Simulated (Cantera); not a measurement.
Charge: 1 mol B, 0.19 mol O2, 1 mol H2, held at 1330 Pa.

Method: chemical equilibrium by Gibbs-energy minimisation in Cantera with the NASA 1993 tables (ideal gas, pure condensed phases). Candidate condensed phases: B, B2O3, B3O3H3, H2O; 23 gas species. Mutual solubility and eutectic melting of coexisting phases are not modelled. Rates play no part.

Task: Which condensed phases are stable at each of these points (T (°C)): 1175, 1325, 1475, 1625, 1775, 1925, 2075?

Result: 
```
T (°C)  condensed phases  B condensed (%)
------  ----------------  ---------------
1175      B(s) + B2O3(l)             97.4
1325      B(s) + B2O3(l)             79.6
1475                B(s)             63.5
1625                B(s)             62.6
1775                B(s)             62.1
1925                B(s)             61.7
2075                B(s)             61.1
```

From 1175 °C to 1325 °C the condensed part is B(s) + B2O3(l). From 1475 °C to 2075 °C the condensed part is B(s).
